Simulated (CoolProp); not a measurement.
Nitrogen at 285.21 K and 4.33 MPa flows at 0.17 m/s in a round tube of 50 mm bore and 1.5 µm roughness, fully developed (64/Re and Nu = 3.66 if laminar; Colebrook and Gnielinski if turbulent). Each further row changes one setting.

Computed with CoolProp (reference Helmholtz-energy equation of state, Span 2000).

```csv
case,Reynolds number,Darcy friction factor,pressure drop (Pa/m),heat-transfer coefficient (W/(m² K)),mass flow (kg/h)
as stated,24400,?,0.369,?,62.0
velocity 0.34 m/s,48900,0.0211,1.26,?,124
diameter 100 mm,48900,0.0211,0.157,28.6,248
```

### Question
What belongs in the gaps?

### Answer

- as stated, Darcy friction factor: 0.0247
- as stated, heat-transfer coefficient (W/(m² K)): 33.3
- velocity 0.34 m/s, heat-transfer coefficient (W/(m² K)): 57.4

Viscosity comes from a separate model (Lemmon 2004). Thermal conductivity comes from a separate model (Lemmon 2004).
